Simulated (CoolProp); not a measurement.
Computed with CoolProp (reference Helmholtz-energy equation of state, Gao 2022).

Problem. Give the vapour pressure (bar), enthalpy of vaporisation (kJ/kg), liquid cp (kJ/(kg K)), vapour Z of saturated n-perfluorohexane at 3.75, 13.75, 23.75 °C.

Solution. 
```csv
T (°C),p (bar),enthalpy of vaporisation (kJ/kg),liquid cp (kJ/(kg K)),vapour Z
3.75,0.106,98.5,1.01,0.989
13.75,0.175,96.0,1.03,0.983
23.75,0.278,93.4,1.04,0.976
```
